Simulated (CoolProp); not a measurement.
Vapour-liquid equilibrium of dimethyl ether (1) + methanol (2) at 338.9 K; x and y are mole fractions of (1).

Computed with CoolProp (multi-fluid Helmholtz-energy mixture model, Wu 2011 and de Reuck 1993; pair parameters Bell 2016).

Problem. Give the bubble pressure and the first vapour's composition at x = 0.2, 0.35, 0.65. Is there an azeotrope?

Solution. x = 0.2: 0.5985 MPa, y = 0.835; x = 0.35: 0.8532 MPa, y = 0.892; x = 0.65: 1.200 MPa, y = 0.939. No azeotrope shows between x = 0.05 and 0.95.

The pair parameters rest on a limited set of measurements; away from them the model extrapolates.
